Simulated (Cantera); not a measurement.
An isothermal, constant-pressure homogeneous reactor starts with NO : N2 = 1 : 10 (molar parts), at 2075 K and 0.0267 bar. Integrator tolerance rtol = 1e-08.

Computed with Cantera and GRI-Mech 3.0 (53 species, 325 reactions). Radical loss at walls, strong at low pressure, is not modelled.

What does this change do: temperature 2075 to 2025 K?


```json
[
 {"quantity": "x(NO) at 10.0 s", "before": "0.0352 (gas-phase equilibrium 0.00463)", "after": "0.0576 (gas-phase equilibrium 0.00409)"},
 {"quantity": "x(N2O) at 10.0 s", "before": "4.81e-7 (gas-phase equilibrium 4.65e-8)", "after": "1.29e-6 (gas-phase equilibrium 4.12e-8)"},
 {"quantity": "x(N2) at 10.0 s", "before": "0.936 (gas-phase equilibrium 0.952)", "after": "0.925 (gas-phase equilibrium 0.952)"},
 {"quantity": "x(O) at 10.0 s", "before": "0.00120 (gas-phase equilibrium 0.00148)", "after": "0.000663 (gas-phase equilibrium 0.00103)"},
 {"quantity": "x(O2) at 10.0 s", "before": "0.0272 (gas-phase equilibrium 0.0424)", "after": "0.0163 (gas-phase equilibrium 0.0429)"},
 {"quantity": "x(NO2) at 10.0 s", "before": "3.16e-6 (gas-phase equilibrium 5.18e-7)", "after": "4.34e-6 (gas-phase equilibrium 4.98e-7)"}
]
```

What does this change do: pressure from 0.0267 bar to 0.0133 bar?


```csv
quantity,before,after
x(NO) at 10.0 s,0.0352 (gas-phase equilibrium 0.00463),0.0537 (gas-phase equilibrium 0.00461)
x(N2O) at 10.0 s,4.81e-7 (gas-phase equilibrium 4.65e-8),1.02e-6 (gas-phase equilibrium 3.27e-8)
x(N2) at 10.0 s,0.936 (gas-phase equilibrium 0.952),0.927 (gas-phase equilibrium 0.951)
x(O) at 10.0 s,0.00120 (gas-phase equilibrium 0.00148),0.00138 (gas-phase equilibrium 0.00208)
x(O2) at 10.0 s,0.0272 (gas-phase equilibrium 0.0424),0.0179 (gas-phase equilibrium 0.0421)
x(NO2) at 10.0 s,3.16e-6 (gas-phase equilibrium 5.18e-7),2.76e-6 (gas-phase equilibrium 3.64e-7)
```
